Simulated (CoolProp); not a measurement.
Carbonyl sulfide along the isotherm 553.1 K: fugacity coefficient from the reference equation and from simpler models built on Tc = 378.8 K, pc = 6.369 MPa, ω = 0.098; each cubic takes its own stable root.

Model: reference Helmholtz-energy equation of state, Lemmon 2006, in CoolProp. It is a short technical equation, of lower accuracy than the large ones.

| p (MPa) | phase | reference | van der Waals | Redlich-Kwong | Peng-Robinson |
|---|---|---|---|---|---|
| 0.158 | gas | 0.9976 | 0.9972 | 0.9974 | 0.9971 |
| 0.281 | gas | 0.9957 | 0.9951 | 0.9953 | 0.9949 |
| 0.5 | gas | 0.9924 | 0.9912 | 0.9917 | 0.9909 |
| 0.889 | gas | 0.9866 | 0.9844 | 0.9853 | 0.9839 |
| 1.58 | gas | 0.9763 | 0.9724 | 0.9740 | 0.9716 |
| 2.81 | gas | 0.9583 | 0.9512 | 0.9543 | 0.9504 |
| 5 | gas | 0.9272 | 0.9142 | 0.9206 | 0.9146 |
| 8.89 | supercritical | 0.8754 | 0.8513 | 0.8650 | 0.8571 |
| 15.8 | supercritical | 0.7958 | 0.7528 | 0.7821 | 0.7744 |
| 28.1 | supercritical | 0.7007 | 0.6511 | 0.6893 | 0.6830 |
| 50 | supercritical | 0.6474 | 0.6289 | 0.6425 | 0.6288 |
